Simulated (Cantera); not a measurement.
A perfectly stirred reactor is fed with H₂ : O₂ = 0.012 : 1 (molar parts), at 1330 Pa; it is held at 1250 K, and followed from long to short residence time.

Model: the H2/O2 subset of GRI-Mech 3.0, which has no nitrogen chemistry, integrated in Cantera. Radical loss at walls, strong at low pressure, is not modelled.

Problem. What does this change do: O2 1 to 0.4 parts?

Solution. 
```
quantity                 before     after
---------------------  --------  --------
x(H₂) at τ = 25.0 s     6.79e-6   1.40e-5
x(O₂) at τ = 25.0 s       0.988     0.970
x(H₂O) at τ = 25.0 s     0.0118    0.0293
x(HO₂) at τ = 25.0 s    1.42e-7   2.53e-7
x(OH) at τ = 25.0 s    0.000214  0.000367
x(H₂) at τ = 0.140 s   0.000137  0.000295
x(O₂) at τ = 0.140 s      0.981     0.960
x(H₂O) at τ = 0.140 s    0.0111    0.0278
x(HO₂) at τ = 0.140 s   7.47e-7   1.47e-6
x(OH) at τ = 0.140 s   0.000935   0.00178
```

Problem. What does this change do: 0.057 parts H2O added?

Solution. 
```json
[
 {"quantity": "x(H₂) at τ = 25.0 s", "before": "6.79e-6", "after": "8.84e-6"},
 {"quantity": "x(O₂) at τ = 25.0 s", "before": "0.988", "after": "0.935"},
 {"quantity": "x(H₂O) at τ = 25.0 s", "before": "0.0118", "after": "0.0647"},
 {"quantity": "x(HO₂) at τ = 25.0 s", "before": "1.42e-7", "after": "1.73e-7"},
 {"quantity": "x(OH) at τ = 25.0 s", "before": "0.000214", "after": "0.000308"},
 {"quantity": "x(H₂) at τ = 0.140 s", "before": "0.000137", "after": "0.000215"},
 {"quantity": "x(O₂) at τ = 0.140 s", "before": "0.981", "after": "0.931"},
 {"quantity": "x(H₂O) at τ = 0.140 s", "before": "0.0111", "after": "0.0637"},
 {"quantity": "x(HO₂) at τ = 0.140 s", "before": "7.47e-7", "after": "1.49e-6"},
 {"quantity": "x(OH) at τ = 0.140 s", "before": "0.000935", "after": "0.00149"}
]
```
